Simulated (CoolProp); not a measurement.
The fluid at 421.58 K and 0.329 MPa is compressed adiabatically to 2.21 MPa with isentropic efficiency 0.85. The same conditions are run with several fluids, on thermodynamics alone (safety and materials aside).

Values from CoolProp's reference Helmholtz-energy equation of state of each fluid (R365MFC: Lemmon 2016; dimethyl ether: Wu 2011; neopentane: Lemmon 2006; normal hydrogen: Leachman 2009).

| fluid | work (kJ/kg) | final temperature (K) | final phase | final density (kg/m³) |
|---|---|---|---|---|
| R365MFC | 48.6 | 476.5 | gas | 110 |
| dimethyl ether | 181 | 522.4 | gas | 25.0 |
| neopentane | 103 | 477.8 | gas | 49.7 |
| normal hydrogen | 5190 | 776.6 | supercritical | 0.686 |
